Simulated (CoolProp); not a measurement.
A closed Brayton cycle with carbon dioxide: compressor inlet 320.15 K and 8.4 MPa, high pressure 20.7 MPa, turbine inlet 745 K, compressor efficiency 0.89, turbine efficiency 0.9, recuperator effectiveness 0.8 (on enthalpy, no pinch check). Each further row changes one setting.

Model: reference Helmholtz-energy equation of state, Span 1996, in CoolProp.

```csv
case,thermal efficiency (%),net work (kJ/kg),compressor to turbine work,compressor exit (K),turbine exit (K)
as stated,27.2,66.6,0.37,389.4,643.2
turbine inlet 695 K,25.7,58.2,0.40,389.4,597.0
compressor inlet 330.15 K,26.2,60.0,0.43,406.8,643.2
high pressure 17.6 MPa,25.2,57.1,0.35,376.7,661.2
recuperator effectiveness 0.5,20.0,66.6,0.37,389.4,643.2
```
